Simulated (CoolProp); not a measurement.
Aqueous magnesium chloride as a coolant, 28 % by mass, freezing at -74.7 °C, 1 atm.

Computed with CoolProp (Melinder's fits for secondary coolants).

| T (°C) | cp (kJ/(kg K)) | density (kg/m³) | Prandtl number | viscosity (mPa s) |
|---|---|---|---|---|
| -21.5 | 2.717 | … | 39400 | … |
| -16.4 | 2.717 | 1305 | 23200 | 3530 |
| -11.3 | 2.718 | 1301 | 13900 | … |
| -6.2 | 2.718 | 1296 | … | 1380 |
| -1.1 | 2.718 | 1290 | 5340 | 893 |
| 4.1 | 2.716 | 1285 | 3420 | … |
| 9.2 | 2.713 | 1280 | 2300 | 407 |
| 14.3 | 2.708 | 1275 | … | 292 |
| 19.4 | 2.700 | … | 1170 | 219 |
| 24.5 | 2.690 | 1265 | … | 173 |
| 29.6 | 2.676 | 1262 | 725 | 144 |
| 34.7 | 2.658 | 1258 | 622 | 127 |

**Question.** Some entries are withheld; supply them.

**Answer.** 
- -21.5, density (kg/m³): 1309
- -21.5, viscosity (mPa s): 5780
- -11.3, viscosity (mPa s): 2190
- -6.2, Prandtl number: 8500
- 4.1, viscosity (mPa s): 591
- 14.3, Prandtl number: 1600
- 19.4, density (kg/m³): 1270
- 24.5, Prandtl number: 896
